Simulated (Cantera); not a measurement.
A closed system holds: 1 mol Pb, 0.035 mol O2, a varied amount of N2, equilibrated at 1098 K and 11.0 Pa.

Method: chemical equilibrium by Gibbs-energy minimisation in Cantera with the NASA 1993 tables (ideal gas, pure condensed phases). Candidate condensed phases: Pb, PbO, PbO2, Pb3O4; 12 gas species. Kinetics and transport are ignored.

Task: At 4.3 mol N2, list the 3 most abundant gas species with their mole fractions, and the condensed phases.

Result: N2 0.811, Pb 0.175, PbO 0.0132. Condensed: gas only.
